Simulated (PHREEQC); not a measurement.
Solution A (0.02 mol NH3, 4.7e-05 mol K2SO4 and 0.00041 mol KH2PO4 per kg of water) is mixed with solution B (0.0079 mol/kgw Na2SeO3 and 7.4e-05 mol/kgw NaOH) at 74 °C; shares are by mass of water, 1 kg in all. The system is closed to oxygen. CO2 from the air is kept out. The run lets Mirabilite precipitate or redissolve, and no other solid.

The numbers come from PHREEQC with the ion-association model, wateq4f.dat.

Task: Predict HSeO3- (mol/kgw) at share of solution B = 0.1, 0.4, 0.6, 0.8.

Result: 
```json
[
 {"share of solution B": "0.1", "HSeO3- (mol/kgw)": "7.84e-5"},
 {"share of solution B": "0.4", "HSeO3- (mol/kgw)": "0.000261"},
 {"share of solution B": "0.6", "HSeO3- (mol/kgw)": "0.000359"},
 {"share of solution B": "0.8", "HSeO3- (mol/kgw)": "0.000446"}
]
```

H3PO4, which wateq4f.dat lacks, is added to it with the constant of phreeqc.dat. Constants without temperature data keep their 25 °C values here.
